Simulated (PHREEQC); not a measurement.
Consider water at 71 °C with 0.04 mol/kgw KOH and 0.00015 mol/kgw K2SiO3. It is in equilibrium with CO2 at log p = -3.4 (atm). Otherwise closed; pH follows from the charge balance.

Computed with PHREEQC (ion-association model, phreeqc.dat).

This is a speciation only: nothing precipitates in the calculation.

**Question.** Order these Si species by the share of Si that they hold, largest first: H3SiO4-, H2SiO4-2, H4SiO4.

**Answer.** H3SiO4- (75 %), H4SiO4 (24 %), H2SiO4-2 (0.45 %)

The pH is 9.69 and the ionic strength 0.0516 mol/kgw. Complexes and solids missing from the database can't appear. Away from 25 °C the constants follow the database's enthalpies or fits; those with neither stay at their 25 °C values.
